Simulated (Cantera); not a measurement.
Thermodynamics of sublimation and decomposition of ceramics, feed TiC + C + H2

Feed: 1 mol TiC, 0.26 mol C, 0.12 mol H2, held at 2625 °C.

Method: chemical equilibrium by Gibbs-energy minimisation in Cantera with the NASA 1993 tables (ideal gas, pure condensed phases). Candidate condensed phases: C, C6H6, C7H8, C8H18, Ti, TiC; 77 gas species. TiC: taken at fixed stoichiometry. The numbers say what is thermodynamically allowed, not how fast it happens.

```json
[
 {"P (Pa)": "1", "x H2": "9.38e-6", "x H": "0.111", "x Ti": "0.461", "x C": "0.336", "x C3": "0.0598", "x C2H2 (acetylene)": "1.40e-8", "x C2": "0.0329", "x C2H": "2.45e-5", "n C(graphite)": "0", "n TiC(s)": "0"},
 {"P (Pa)": "7.20", "x H2": "9.41e-5", "x H": "0.131", "x Ti": "0.546", "x C": "0.126", "x C3": "0.164", "x C2H2 (acetylene)": "1.03e-6", "x C2": "0.0334", "x C2H": "0.000211", "n C(graphite)": "0", "n TiC(s)": "0"},
 {"P (Pa)": "52", "x H2": "0.0105", "x H": "0.513", "x Ti": "0.220", "x C": "0.0357", "x C3": "0.194", "x C2H2 (acetylene)": "0.000480", "x C2": "0.0193", "x C2H": "0.00347", "n C(graphite)": "0.0548", "n TiC(s)": "0.902"},
 {"P (Pa)": "370", "x H2": "0.163", "x H": "0.758", "x Ti": "0.0309", "x C": "0.00501", "x C3": "0.0273", "x C2H2 (acetylene)": "0.00746", "x C2": "0.00272", "x C2H": "0.00512", "n C(graphite)": "0.241", "n TiC(s)": "0.993"},
 {"P (Pa)": "2700", "x H2": "0.482", "x H": "0.483", "x Ti": "0.00424", "x C": "0.000687", "x C3": "0.00374", "x C2H2 (acetylene)": "0.0221", "x C2": "0.000373", "x C2H": "0.00326", "n C(graphite)": "0.250", "n TiC(s)": "0.999"},
 {"P (Pa)": "19000", "x H2": "0.738", "x H": "0.225", "x Ti": "0.000602", "x C": "9.76e-5", "x C3": "0.000532", "x C2H2 (acetylene)": "0.0338", "x C2": "5.30e-5", "x C2H": "0.00152", "n C(graphite)": "0.250", "n TiC(s)": "1.000"},
 {"P (Pa)": "140000", "x H2": "0.868", "x H": "0.0899", "x Ti": "8.17e-5", "x C": "1.33e-5", "x C3": "7.22e-5", "x C2H2 (acetylene)": "0.0397", "x C2": "7.19e-6", "x C2H": "0.000608", "n C(graphite)": "0.249", "n TiC(s)": "1.000"},
 {"P (Pa)": "1000000", "x H2": "0.921", "x H": "0.0346", "x Ti": "1.14e-5", "x C": "1.86e-6", "x C3": "1.01e-5", "x C2H2 (acetylene)": "0.0421", "x C2": "1.01e-6", "x C2H": "0.000234", "n C(graphite)": "0.249", "n TiC(s)": "1.000"}
]
```
x: gas mole fraction; n: condensed amount in mol.

From 1.00e-5 bar to 7.20e-5 bar nothing is condensed. From 0.000520 bar to 10.0 bar the condensed part is C(graphite) + TiC(s). The main Ti-bearing gas is Ti throughout.
